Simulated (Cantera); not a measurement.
Feed: 1 mol Fe, 0.2 mol NH3, 30 mol H2, equilibrated at 0.000220 bar.

Method: chemical equilibrium by Gibbs-energy minimisation in Cantera with the NASA 1993 tables (ideal gas, pure condensed phases). Candidate condensed phases: Fe; 10 gas species. Rates play no part.

What share of the Fe ends up in condensed phases as a function of T (°C), at 825, 900, 975, 1050, 1125, 1200, 1275, 1350, 1425, 1500?


| T (°C) | Fe condensed (%) | as |
|---|---|---|
| 825 | 100.0 | Fe(α) |
| 900 | 100.0 | Fe(α) |
| 975 | 100.0 | Fe(γ) |
| 1050 | 100.0 | Fe(γ) |
| 1125 | 99.8 | Fe(γ) |
| 1200 | 98.8 | Fe(γ) |
| 1275 | 94.4 | Fe(γ) |
| 1350 | 76.7 | Fe(γ) |
| 1425 | 13.0 | Fe(δ) |
| 1500 | 0.0 | - |
